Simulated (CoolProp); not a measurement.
Vapour-liquid equilibrium of C2F6 (R116) (1) + R143a (2) at -86.05 °C; x and y are mole fractions of (1).

Values from CoolProp's multi-fluid Helmholtz-energy mixture model, Lemmon 2006 and Lemmon and Jacobsen 2000; pair parameters Bell 2016.

Task: Give the bubble pressure and the first vapour's composition at x = 0.2, 0.575, 0.725. Is there an azeotrope?

Result: x = 0.2: 0.04363 MPa, y = 0.798; x = 0.575: 0.05837 MPa, y = 0.874; x = 0.725: 0.06049 MPa, y = 0.890. No azeotrope shows between x = 0.05 and 0.95.

Pair parameters are fitted to limited data, so mixtures are less certain than the pure fluids. With so large a gap from Raoult's law the liquid may split in two, which this calculation doesn't test in full.
